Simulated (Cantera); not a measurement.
What does this Cantera script print?

```python
import numpy as np
import cantera as ct

gas = ct.Solution("gri30.yaml")
gas.TPX = 2100, 21000, {'NO': 1, 'N2': 0.88}
reactor = ct.IdealGasConstPressureReactor(gas, energy="off", clone=False)
net = ct.ReactorNet([reactor])
net.rtol, net.atol = 1e-08, 1e-18
show = ['NO', 'O2', 'NO2', 'O', 'N2O', 'N2']
times = np.geomspace(2e-05, 3, 12)

steps = ct.SolutionArray(gas, extra=["t"])
rows = []
print(f"{'t/s':>10s}{'T/K':>9s}{'P/Pa':>11s}" + "".join(f"{s:>11s}" for s in show))
for t in times:
    while net.time < t:
        t_next = net.step()
        steps.append(gas.state, t=t_next)
    rows.append([np.interp(t, steps.t, y) for y in (steps.T, steps.P, *steps(*show).X.T)])
    print(f"{t:10.3e}{rows[-1][0]:9.1f}{rows[-1][1]:11.4g}" + "".join(f"{x:11.3e}" for x in rows[-1][2:]))
rate = np.gradient(steps.T, steps.t)
print("integrator steps:", len(steps.t))
if steps.T.max() > steps.T[0] + 200:
    print(f"time of steepest temperature rise: {steps.t[rate.argmax()]:.4e} s")
gas.TPX = 2100, 21000, {'NO': 1, 'N2': 0.88}
gas.equilibrate("TP")
print(f"equilibrium (TP): T = {gas.T:.1f} K  " + "  ".join(f"{s} {gas[s].X[0]:.3e}" for s in show))
```

It prints:

```
       t/s      T/K       P/Pa         NO         O2        NO2          O        N2O         N2
 2.000e-05   2100.0    2.1e+04  5.319e-01  7.367e-09  4.441e-08  2.739e-06  2.730e-06  4.681e-01
 5.910e-05   2100.0    2.1e+04  5.319e-01  6.415e-08  3.542e-07  8.019e-06  7.916e-06  4.681e-01
 1.746e-04   2100.0    2.1e+04  5.319e-01  5.682e-07  2.438e-06  2.352e-05  2.213e-05  4.681e-01
 5.160e-04   2100.0    2.1e+04  5.317e-01  5.632e-06  1.268e-05  7.204e-05  5.579e-05  4.681e-01
 1.525e-03   2100.0    2.1e+04  5.313e-01  6.955e-05  4.404e-05  2.143e-04  1.071e-04  4.682e-01
 4.506e-03   2100.0    2.1e+04  5.300e-01  6.156e-04  7.181e-05  3.534e-04  1.287e-04  4.688e-01
 1.332e-02   2100.0    2.1e+04  5.260e-01  2.606e-03  7.899e-05  3.847e-04  1.263e-04  4.708e-01
 3.935e-02   2100.0    2.1e+04  5.138e-01  8.663e-03  9.451e-05  4.521e-04  1.186e-04  4.769e-01
 1.163e-01   2100.0    2.1e+04  4.761e-01  2.735e-02  1.261e-04  6.125e-04  9.807e-05  4.957e-01
 3.436e-01   2100.0    2.1e+04  3.670e-01  8.172e-02  1.560e-04  9.282e-04  5.435e-05  5.502e-01
 1.015e+00   2100.0    2.1e+04  1.556e-01  1.872e-01  9.888e-05  1.338e-03  9.135e-06  6.557e-01
 3.000e+00   2100.0    2.1e+04  2.654e-02  2.517e-01  1.955e-05  1.533e-03  4.677e-07  7.202e-01
integrator steps: 820
equilibrium (TP): T = 2100.0 K  NO 1.068e-02  O2 2.596e-01  NO2 7.989e-06  O 1.555e-03  N2O 2.628e-07  N2 7.281e-01
```

Detailed kinetics in Cantera: GRI-Mech 3.0 (53 species, 325 reactions).
